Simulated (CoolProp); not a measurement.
Properties of propylene along the isobar 13.5 MPa.

Computed with CoolProp (reference Helmholtz-energy equation of state, Lemmon 2013).

```
T (°C)          phase  expansivity (1/kK)  conductivity (mW/(m K))  fugacity coefficient
------  -------------  ------------------  -----------------------  --------------------
-19.55         liquid               1.951                      141               0.03348
9.65           liquid               2.223                      129               0.07565
38.95          liquid               2.626                      117                0.1409
68.15          liquid               3.250                      105                0.2267
97.35   supercritical               4.273                     94.1                0.3271
126.55  supercritical               5.894                     83.7                0.4327
155.75  supercritical               7.449                     74.8                0.5328
184.95  supercritical               7.138                     68.4                0.6191
214.25  supercritical               5.780                     65.1                0.6902
243.45  supercritical               4.619                     64.3                0.7479
272.65  supercritical               3.798                     65.0                0.7951
301.85  supercritical               3.218                     67.7                0.8343
```

Thermal conductivity comes from a separate model (Huber 2003), an estimate that may be off by 10 % or more.
